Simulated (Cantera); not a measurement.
A closed system holds: 1 mol B2O3, 4.1 mol H2O, 60 mol H2, at 2.20 mbar.

Equilibrium computed with Cantera from the NASA thermochemical tables; the gas is ideal and each condensed phase is pure. Candidate condensed phases: B, B2O3, B3O3H3, H2O; 23 gas species. Gases not in the tables: H3BO3. Rates play no part.

log p: log10 of the partial pressure in bar; n: condensed amount in mol.

```tsv
T (K)	log p H2	log p H2O	log p HBO2	log p H	log p B2O3	log p HBO	log p BO	n B2O3(l)
1173	-2.69	-3.86	-5.18	-8.27	…	-8.40	-12.32	0.903
1223	-2.69	-3.87	-4.88	-7.87	…	-7.87	-11.43	0.805
1273	-2.69	-3.89	-4.60	-7.49	…	-7.38	-10.61	0.631
1323	-2.69	-3.93	-4.36	-7.15	…	-6.92	-9.84	0.344
1373	-2.69	-3.97	-4.19	-6.82	…	-6.54	-9.17	0
1423	-2.69	-3.97	-4.19	-6.52	-5.93	-6.39	-8.75	0
1473	-2.69	-3.97	-4.19	-6.24	-5.88	-6.25	-8.37	0
1523	-2.69	-3.97	-4.20	-5.98	-5.83	-6.12	-8.01	0
1573	-2.69	-3.97	-4.20	-5.74	-5.78	-6.00	-7.67	0
1623	-2.69	-3.97	-4.20	-5.51	-5.74	-5.89	-7.36	0
```

Complete the blanks.


- 1173, log p B2O3: -8.43
- 1223, log p B2O3: -7.72
- 1273, log p B2O3: -7.06
- 1323, log p B2O3: -6.46
- 1373, log p B2O3: -5.99
